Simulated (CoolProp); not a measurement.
Vapour pressure (bar) of nitrous oxide: the reference equation beside estimates from Tc = 309.5 K, pc = 72.45 bar, ω = 0.161. Clausius-Clapeyron is anchored at 201.2 K with a constant enthalpy of vaporisation of 15.62 kJ/mol.

Computed with CoolProp (reference Helmholtz-energy equation of state, Lemmon 2006). It is a short technical equation, of lower accuracy than the large ones.

| T (K) | reference | Clausius-Clapeyron | Redlich-Kwong | Soave-Redlich-Kwong | Peng-Robinson |
|---|---|---|---|---|---|
| 188.1 | 1.238 | 1.294 | 1.694 | 1.239 | 1.262 |
| 192.5 | 1.582 | 1.626 | 2.142 | 1.583 | 1.606 |
| 196.9 | 1.997 | 2.022 | 2.673 | 1.998 | 2.019 |
| 201.2 | 2.480 | 2.480 | 3.281 | 2.480 | 2.498 |
| 205.6 | 3.062 | 3.028 | 4.005 | 3.063 | 3.076 |
| 210 | 3.743 | 3.667 | 4.839 | 3.746 | 3.751 |
| 214.4 | 4.534 | 4.406 | 5.794 | 4.540 | 4.535 |
| 218.8 | 5.445 | 5.255 | 6.878 | 5.456 | 5.439 |
| 223.2 | 6.488 | 6.225 | 8.101 | 6.505 | 6.472 |
| 227.5 | 7.644 | 7.298 | 9.438 | 7.670 | 7.620 |
| 231.9 | 8.979 | 8.536 | 10.96 | 9.018 | 8.946 |
| 236.3 | 10.48 | 9.926 | 12.65 | 10.53 | 10.44 |
| 240.7 | 12.16 | 11.48 | 14.52 | 12.23 | 12.11 |
| 245.1 | 14.02 | 13.21 | 16.56 | 14.12 | 13.97 |

Absolute difference from the reference over all 14 rows, mean and median: Clausius-Clapeyron 3.4 and 3.8 %, Redlich-Kwong 27.2 and 27.1 %, Soave-Redlich-Kwong 0.2 and 0.2 %, Peng-Robinson 0.6 and 0.4 %.
